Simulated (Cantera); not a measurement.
Input: 1 mol BaF2, 8.3 mol O2, a varied amount of H2, 0.18 mol HF, held at 1675 K and 11.3 Torr.

These are equilibrium values from Cantera (NASA tables, ideal gas, pure condensed phases), not measurements of a reactor. Candidate condensed phases: Ba, BaF2, BaO, Ba(OH)2, H2O; 27 gas species. Mutual solubility and eutectic melting of coexisting phases are not modelled. Kinetics and transport are ignored.

Question: What share of the Ba ends up in condensed phases as a function of n(H2) (mol), at 18, 51, 83, 120, 150, 180, 210, 250, 280, 310, 340, 380?

Answer: 
```
n(H2) (mol)  Ba condensed (%)                as
-----------  ----------------  ----------------
18                       21.7  BaF2(l) + BaO(s)
51                       19.1            BaO(s)
83                       17.1            BaO(s)
120                      14.8            BaO(s)
150                      12.9            BaO(s)
180                      11.0            BaO(s)
210                       9.2            BaO(s)
250                       6.8            BaO(s)
280                       5.0            BaO(s)
310                       3.2            BaO(s)
340                       1.4            BaO(s)
380                       0.0                 -
```
